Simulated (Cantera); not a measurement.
An isothermal plug-flow reactor at 800 K and 3.00 bar (inlet), inlet velocity 0.14 m/s, active area per volume 1200 1/m; feed CO : O₂ : N₂ = 0.031 : 0.01 : 0.79 (molar parts), equivalence ratio 1.6.

Detailed kinetics in Cantera: Deutschmann's 1995 Pt surface mechanism with GRI-Mech 3.0 gas chemistry. Catalytic surfaces can have several steady states; this one follows from the mechanism file's or the stated starting coverage. Mass transfer to the wall is taken as infinitely fast.

Problem. What does this change do: temperature 800 to 750 K?

Solution. 
```csv
quantity,before,after
x(CO) at z = 0.036 m,0.0134,0.0137
x(O₂) at z = 0.036 m,3.09e-11,0.000135
x(H₂O) at z = 0.036 m,<1e-12,<1e-12
x(CO₂) at z = 0.036 m,0.0244,0.0241
θ(free Pt) at the exit,0.0862,0.0469
θ(CO*) at the exit,0.870,0.953
```
